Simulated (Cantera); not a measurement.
Feed: 1 mol Si₃N₄, 0.13 mol H₂, equilibrated at 670000 Pa.

Cantera equilibrium calculation (NASA polynomials, part measured and part estimated; ideal gas, pure solids and liquids). Candidate condensed phases: Si, Si₃N₄; 18 gas species. Mutual solubility and eutectic melting of coexisting phases are not modelled. Gases not in the tables: Si₂H₆ and higher silanes. The numbers say what is thermodynamically allowed, not how fast it happens. All values below are at 1777 °C.

Base state: H₂ 0.952, N₂ 0.0465, H 0.000855, SiH₂ 0.000133, NH₃ 2.49e-5, SiH 1.76e-5, Si 1.15e-5 (mole fractions); condensed: Si(l) + Si₃N₄(s).

### Question
What changes in the equilibrium state with this change: Si₃N₄ replaced by Al₂O₃?

### Answer
```csv
species,before,after
H₂,0.952,0.999
H,0.000855,0.000876
H₂O,0,8.74e-5
N₂,0.0465,0
SiH₂,0.000133,0
Al,0,2.20e-5
NH₃,2.49e-5,0
SiH,1.76e-5,0
"Si(l), mol",0.00950,0
"Si₃N₄(s), mol",0.997,0
"Al₂O₃(s), mol",0,1.000
```
Further candidate phases: Al, Al₂O₃, H₂O.
